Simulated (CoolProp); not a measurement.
Vapour-liquid equilibrium of CHF3 (R23) (1) + C2F6 (R116) (2) at 20 bar; x and y are mole fractions of (1).

Values from CoolProp's multi-fluid Helmholtz-energy mixture model, Penoncello 2003 and Lemmon 2006; pair parameters Bell 2016.

```csv
x,"bubble temperature, mixture model (°C)","bubble temperature, Raoult's law (°C)","y, mixture model","y, Raoult's law"
0.05,-0.2,2.4,0.090,0.067
0.2,-7.0,0.5,0.298,0.253
0.35,-10.7,-1.3,0.438,0.421
0.5,-12.5,-3.0,0.546,0.575
0.65,-13.0,-4.6,0.647,0.715
0.8,-12.2,-6.1,0.761,0.843
0.95,-9.5,-7.5,0.924,0.962
```

The largest gap from Raoult's law is -9.5 K in bubble temperature, at x = 0.5. y crosses x between x = 0.5 and 0.65: the model has an azeotrope there.

Pair parameters are fitted to limited data, so mixtures are less certain than the pure fluids.
